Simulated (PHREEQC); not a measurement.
2.4 g of hydrous ferric oxide (600 m²/g; 0.2 weak and 0.005 strong sites per Fe, Dzombak-Morel constants, diffuse double layer) in 1 kg of water with 0.1 mol/kgw of an inert sodium salt and 0.0017 mol/kgw Na2HAsO4 and 0.015 mol/kgw NaH2PO4, at 25 °C; the pH is set by adding NaOH or the inert anion's acid. Oxygen is held at 0.21 atm. No CO2 enters from the air. Nothing may precipitate in this run.

The series has 17 steps of pH, from 4 to 12.

The numbers come from PHREEQC with the ion-association model, wateq4f.dat.

Q: Near which pH is half of the As sorbed, and on which side is more sorbed?

A: Near pH 8.5, with more sorbed at lower pH.

Q: At which pH does the surface charge pass through zero?

A: Near pH 4.3.

Species that the database lacks are ignored. H3PO4, which wateq4f.dat lacks, is added to it with the constant of phreeqc.dat.
